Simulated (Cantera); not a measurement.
A perfectly stirred reactor is fed with C2H6 : O2 : N2 : CO2 = 1 : 7.29 : 27.4 : 0.11 (molar parts), equivalence ratio 0.48, at 4.00 bar; it is adiabatic with a 723 K inlet, and is followed from long to short residence time, starting on the burning branch (τ in s: 0.02, 0.0081, 0.0032, 0.0013, 0.00051, 0.0002, 8e-05, 3.2e-05, 1.3e-05).

Computed with Cantera and GRI-Mech 3.0 (53 species, 325 reactions).

Task: Predict: blow-out, bracketed by the residence times tried; x(C2H6) at τ = 20.0 ms; x(O2) at τ = 20.0 ms; x(H2O) at τ = 20.0 ms; x(NO) at τ = 20.0 ms; x(O) at τ = 20.0 ms; x(C2H6) at τ = 0.510 ms; x(O2) at τ = 0.510 ms; x(H2O) at τ = 0.510 ms; x(NO) at τ = 0.510 ms; x(O) at τ = 0.510 ms.

Result: 
| Item | Result |
|---|---|
| blow-out, bracketed by the residence times tried | burning at 80.0 µs, out at 32.0 µs |
| x(C2H6) at τ = 20.0 ms | 2.05e-6 |
| x(O2) at τ = 20.0 ms | 0.104 |
| x(H2O) at τ = 20.0 ms | 0.0821 |
| x(NO) at τ = 20.0 ms | 1.56e-5 |
| x(O) at τ = 20.0 ms | 0.000105 |
| x(C2H6) at τ = 0.510 ms | 2.72e-5 |
| x(O2) at τ = 0.510 ms | 0.106 |
| x(H2O) at τ = 0.510 ms | 0.0805 |
| x(NO) at τ = 0.510 ms | 6.29e-6 |
| x(O) at τ = 0.510 ms | 0.000805 |
